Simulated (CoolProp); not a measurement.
A single-stage vapour-compression cycle with the fluid: evaporating at 231.15 K (dew point), condensing at 281.15 K (bubble point), superheat 10 K, subcooling 5 K, compressor efficiency 0.65, no pressure losses. The same conditions are run with several fluids, on thermodynamics alone (safety and materials aside).

Computed with CoolProp (reference Helmholtz-energy equation of state of each fluid (ethane: Bücker 2006; R22: Kamei 1995; R410A: Lemmon 2003; nitrous oxide: Lemmon 2006; dimethyl ether: Wu 2011)). Blends and air are pseudo-pure fits.

```tsv
fluid	cooling COP	pressure ratio	discharge temperature (K)	refrigerating effect (kJ/kg)	volumetric capacity (kJ/m³)
ethane	2.16	3.96	[?]	295	3640
R22	2.51	[?]	[?]	190	808
R410A	[?]	6.43	353.7	208	1260
nitrous oxide	2.16	4.36	375.2	235	[?]
dimethyl ether	2.57	7.80	[?]	[?]	415
```

Problem. What belongs in the gaps?

Solution. 
- ethane, discharge temperature (K): 336.2
- R22, pressure ratio: 6.69
- R22, discharge temperature (K): 362.3
- R410A, cooling COP: 2.44
- nitrous oxide, volumetric capacity (kJ/m³): 5010
- dimethyl ether, discharge temperature (K): 352.2
- dimethyl ether, refrigerating effect (kJ/kg): 396
